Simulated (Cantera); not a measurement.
Feed: 1 mol trisilylamine, a varied amount of NH₃, held at 15.0 Pa.

These are equilibrium values from Cantera (NASA tables, ideal gas, pure condensed phases), not measurements of a reactor. Candidate condensed phases: Si, Si₃N₄; 18 gas species. The feed counts by its element totals alone. Mutual solubility and eutectic melting of coexisting phases are not modelled. The numbers say what is thermodynamically allowed, not how fast it happens.

### Question
What condenses at these points (T in K, n(NH₃) in mol): (1150, 11); (1200, 17); (1450, 0.2); (1200, 2.4); (1350, 17); (1275, 0.2)?

### Answer
```
T (K)  n(NH₃) in mol  condensed phases  Si condensed (%)
-----  -------------  ----------------  ----------------
1150              11             Si₃N₄             100.0
1200              17             Si₃N₄             100.0
1450             0.2                Si             100.0
1200             2.4        Si + Si₃N₄             100.0
1350              17             Si₃N₄             100.0
1275             0.2        Si + Si₃N₄             100.0
```
